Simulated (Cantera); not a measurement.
Feed: 1 mol SiH2Cl2, 44 mol N2, equilibrated at 1825 °C and 0.190 bar.

Cantera equilibrium calculation (NASA polynomials, part measured and part estimated; ideal gas, pure solids and liquids). Candidate condensed phases: NH4Cl, Si, Si3N4; 28 gas species. The tables' values for SiCl, SiCl3, SiN are old estimates; treat these amounts as uncertain. The numbers say what is thermodynamically allowed, not how fast it happens.

Base state: N2 0.955, H2 0.0159, SiCl2 0.0157, HCl 0.0108, H 0.000890, Si 0.000688, SiCl 0.000486, Cl 0.000445 (mole fractions); condensed: Si(l).

Task: What changes in the equilibrium state with this change: pressure from 0.190 bar to 0.0560 bar?

Result: 
| species | before | after |
|---|---|---|
| N2 | 0.955 | 0.952 |
| H2 | 0.0159 | 0.0155 |
| SiCl2 | 0.0157 | 0.0154 |
| Si | 0.000688 | 0.00234 |
| H | 0.000890 | 0.00162 |
| HCl | 0.0108 | 0.0106 |
| Si2 | 8.93e-6 | 3.03e-5 |
| SiCl3 | 9.69e-5 | 5.13e-5 |
| SiN | 6.11e-5 | 0.000112 |
| Si(l), mol | 0.206 | 0.113 |
The tables' values for SiCl, SiN, SiCl3 are old estimates; treat these amounts as uncertain.

Task: What changes in the equilibrium state with this change: SiH2Cl2 replaced by SiF4?

Result: 
```csv
species,before,after
N2,0.955,0.978
SiF4,0,0.0221
F,0,0.000141
H2,0.0159,0
SiCl2,0.0157,0
HCl,0.0108,0
H,0.000890,0
Si,0.000688,<1e-9
SiCl,0.000486,0
Cl,0.000445,0
SiF3,0,0.000141
"Si(l), mol",0.206,0
```
The tables' values for SiF3 are old estimates; treat these amounts as uncertain.
